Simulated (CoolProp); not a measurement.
A single-stage vapour-compression cycle with ethane: evaporating at 230.15 K (dew point), condensing at 272.15 K (bubble point), superheat 0 K, subcooling 0 K, compressor efficiency 0.9, no pressure losses. Each further row changes one setting.

Model: reference Helmholtz-energy equation of state, Bücker 2006, in CoolProp.

```tsv
case	cooling COP	pressure ratio	discharge temperature (K)	refrigerating effect (kJ/kg)	volumetric capacity (kJ/m³)
as stated	3.64	3.31	296.9	289	3680
evaporating temperature 235.15 K	4.33	2.81	293.5	293	4380
condensing temperature 267.15 K	4.33	2.93	289.4	306	3900
subcooling 5 K	3.86	3.31	296.9	306	3900
superheat 10 K	3.62	3.31	307.3	307	3670
compressor efficiency 0.8	3.24	3.31	301.3	289	3680
```
